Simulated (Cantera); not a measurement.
Equilibrium for silicon epitaxy and polysilicon growth: Si2Cl6 + H2

Input: 1 mol Si2Cl6, 18 mol H2, at 1648 K.

Equilibrium computed with Cantera from the NASA thermochemical tables; the gas is ideal and each condensed phase is pure. Candidate condensed phases: Si; 19 gas species. The feed counts by its element totals alone. The tables' values for SiCl3, SiCl are old estimates; treat these amounts as uncertain. The numbers say what is thermodynamically allowed, not how fast it happens.

| P (Pa) | log p H2 | log p HCl | log p SiCl2 | log p SiCl3 | n Si(s) |
|---|---|---|---|---|---|
| 100 | -3.10 | -3.88 | -4.12 | -6.43 | 0.370 |
| 300 | -2.62 | -3.41 | -3.64 | -5.71 | 0.375 |
| 880 | -2.16 | -2.94 | -3.18 | -5.02 | 0.378 |
| 2600 | -1.69 | -2.47 | -2.71 | -4.32 | 0.380 |
| 7700 | -1.21 | -2.01 | -2.25 | -3.63 | 0.384 |
| 23000 | -0.74 | -1.54 | -1.79 | -2.94 | 0.390 |
| 68000 | -0.26 | -1.09 | -1.36 | -2.29 | 0.400 |
| 200000 | 0.21 | -0.65 | -0.95 | -1.68 | 0.414 |
log p: log10 of the partial pressure in bar; n: condensed amount in mol.

From 0.00100 bar to 2.00 bar the condensed part is Si(s). The main Si-bearing gas is SiCl2 throughout. The share of Si in condensed phases is highest at 2.00 bar (20.7 %) and lowest at 0.00100 bar (18.5 %).
